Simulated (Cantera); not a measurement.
Reactions in the system Cl-F-Pb

Source: NASA polynomial tables (part measured, part estimated), evaluated in Cantera. Values are per mole of reaction as written; species without (g) are pure solids or liquids, kept so even where they would boil at 1 bar.

PbCl2(g) + F2(g) = PbF2 + Cl2(g)

```json
[
 {"T (K)": "1150", "ΔH° (kJ)": "-453.0", "ΔS° (J/K)": "-118.5", "ΔG° (kJ)": "-316.7", "log10 K": "14.38"},
 {"T (K)": "1175", "ΔH° (kJ)": "-451.7", "ΔS° (J/K)": "-117.4", "ΔG° (kJ)": "-313.7", "log10 K": "13.95"},
 {"T (K)": "1200", "ΔH° (kJ)": "-450.4", "ΔS° (J/K)": "-116.4", "ΔG° (kJ)": "-310.8", "log10 K": "13.53"},
 {"T (K)": "1225", "ΔH° (kJ)": "-449.1", "ΔS° (J/K)": "-115.3", "ΔG° (kJ)": "-307.9", "log10 K": "13.13"},
 {"T (K)": "1250", "ΔH° (kJ)": "-447.9", "ΔS° (J/K)": "-114.3", "ΔG° (kJ)": "-305.0", "log10 K": "12.75"},
 {"T (K)": "1275", "ΔH° (kJ)": "-446.6", "ΔS° (J/K)": "-113.3", "ΔG° (kJ)": "-302.2", "log10 K": "12.38"},
 {"T (K)": "1300", "ΔH° (kJ)": "-445.3", "ΔS° (J/K)": "-112.3", "ΔG° (kJ)": "-299.4", "log10 K": "12.03"},
 {"T (K)": "1325", "ΔH° (kJ)": "-444.1", "ΔS° (J/K)": "-111.3", "ΔG° (kJ)": "-296.6", "log10 K": "11.69"},
 {"T (K)": "1350", "ΔH° (kJ)": "-442.8", "ΔS° (J/K)": "-110.4", "ΔG° (kJ)": "-293.8", "log10 K": "11.37"}
]
```

PbF2 = 2 F(g) + Pb

| T (K) | ΔH° (kJ) | ΔS° (J/K) | ΔG° (kJ) | log10 K |
|---|---|---|---|---|
| 1150 | 804.6 | 235.0 | 534.3 | -24.27 |
| 1175 | 803.7 | 234.2 | 528.5 | -23.49 |
| 1200 | 802.7 | 233.4 | 522.6 | -22.75 |
| 1225 | 801.8 | 232.6 | 516.8 | -22.04 |
| 1250 | 800.8 | 231.9 | 511.0 | -21.35 |
| 1275 | 799.9 | 231.1 | 505.2 | -20.70 |
| 1300 | 798.9 | 230.4 | 499.4 | -20.07 |
| 1325 | 797.9 | 229.6 | 493.7 | -19.46 |
| 1350 | 797.0 | 228.9 | 488.0 | -18.88 |
